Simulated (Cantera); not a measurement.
MgO + C + CO (carbothermic reduction)

A closed system holds: 1 mol MgO, 0.99 mol C, 0.024 mol CO.

Equilibrium computed with Cantera from the NASA thermochemical tables; the gas is ideal and each condensed phase is pure. Candidate condensed phases: C, Mg, MgCO3, MgO; 15 gas species. Rates play no part.

Stable condensed phases:

```
T in °C \ P in Pa
              10      68     460    3200   22000  150000 1000000
   2300        A       A       A       A       A       B       B
   2250        A       A       A       A       B       B       B
   2200        A       A       A       A       B       B       B
   2150        A       A       A       A       B       B       B
   2100        A       A       A       A       B       B       B
   2050        A       A       A       B       B       B       C
   2000        A       A       A       B       B       B       C
   1950        A       A       A       B       B       B       C
   1900        A       A       A       B       B       B       C
   1850        A       A       B       B       B       B       C
   1800        A       A       B       B       B       C       C
   1750        A       A       B       B       B       C       C
   1700        A       B       B       B       B       C       C
```

A: gas only; B: MgO; C: C + MgO.
